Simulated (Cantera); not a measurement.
Transport properties of process gases

Gas mixture: NO = 0.42 (molar parts), at 9.60 bar, frozen composition.

Cantera's kinetic-theory transport with the Lennard-Jones parameters of GRI-Mech 3.0, ideal gas; thermal conductivity in the multicomponent form. The composition is frozen, though it would react at the higher temperatures.

```
T (K)  ρ (kg/m³)  cp (J/kg/K)  μ (µPa s)  λ (mW/m/K)     Pr  D (cm²/s) CO₂  D (cm²/s) N₂  D (cm²/s) OH
-----  ---------  -----------  ---------  ----------  -----  -------------  ------------  ------------
400         8.66        998.6       23.1        32.5  0.711         0.0275        0.0358        0.0546
500         6.93         1016       27.0        38.7  0.709         0.0409        0.0524        0.0798
600         5.77         1041       30.6        45.0  0.708         0.0562        0.0714         0.109
700         4.95         1067       34.0        51.2  0.708         0.0734        0.0926         0.141
800         4.33         1092       37.1        57.3  0.708         0.0922         0.116         0.176
900         3.85         1114       40.1        63.1  0.707          0.113         0.141         0.214
1000        3.46         1133       42.9        68.8  0.707          0.135         0.168         0.255
1100        3.15         1147       45.7        74.1  0.707          0.158         0.197         0.299
1200        2.89         1159       48.4        79.3  0.707          0.183         0.228         0.346
```
D: mixture-averaged diffusion coefficient of that species in the mixture.
